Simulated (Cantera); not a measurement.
**Equilibrium for carbothermic reduction: MgO + CO + H2**

A closed system holds: 1 mol MgO, a varied amount of CO, 1 mol H2, at 1 atm.

Method: chemical equilibrium by Gibbs-energy minimisation in Cantera with the NASA 1993 tables (ideal gas, pure condensed phases). Candidate condensed phases: C, C6H6, C7H8, C8H18, H2O, Mg, MgCO3, MgO, Mg(OH)2; 116 gas species. The numbers say what is thermodynamically allowed, not how fast it happens.

Stable condensed phases:

```
T in K \ n(CO) in mol
         0.54 0.62 0.71 0.82 0.94  1.1  1.2  1.4  1.6  1.9  2.1  2.5
   2123     A    A    A    A    A    A    A    A    A    A    A    A
   2023     A    A    A    A    A    A    A    A    A    A    A    A
   1923     A    A    A    A    A    A    A    A    A    A    A    A
   1823     A    A    A    A    A    A    A    A    A    A    A    A
   1723     A    A    A    A    A    A    A    A    A    A    A    A
   1623     A    A    A    A    A    A    A    A    A    A    A    B
   1523     A    A    A    A    A    A    A    B    B    B    B    B
   1423     A    A    A    A    B    B    B    B    B    B    B    B
   1323     A    A    B    B    B    B    B    B    B    B    B    B
   1223     B    B    B    B    B    B    B    B    B    B    B    B
   1123     B    B    B    B    B    B    B    B    B    B    B    B
   1023     B    B    B    B    B    B    B    B    B    B    B    B
```

A: MgO; B: C + MgO.
